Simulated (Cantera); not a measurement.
A freely propagating, adiabatic, planar premixed flame of H₂ : O₂ : N₂ : H₂O = 1 : 0.185 : 0.722 : 0.49 (molar parts), unburnt at 550 K and 3000 Torr; mixture-averaged transport, grid criteria slope 0.08 and curve 0.16, no radiation.

Detailed kinetics in Cantera: the H2/O2 subset of GRI-Mech 3.0, which has no nitrogen chemistry. The hydrogen kinetics of GRI-Mech 3.0 are dated; newer H2 mechanisms differ, most at raised pressure. Burning velocities carry a grid error of a few per cent, more on coarse grids.

### Question
What does this change do: H2O 0.49 to 0.38 parts?

### Answer
| quantity | before | after |
|---|---|---|
| laminar burning velocity | 228 cm/s | 303 cm/s |
| thermal thickness | 0.0927 mm | 0.0841 mm |
| peak x(OH) | 0.000611 | 0.000822 |
| peak x(O) | 0.000223 | 0.000338 |
| peak x(H₂O₂) | 0.000138 | 0.000106 |
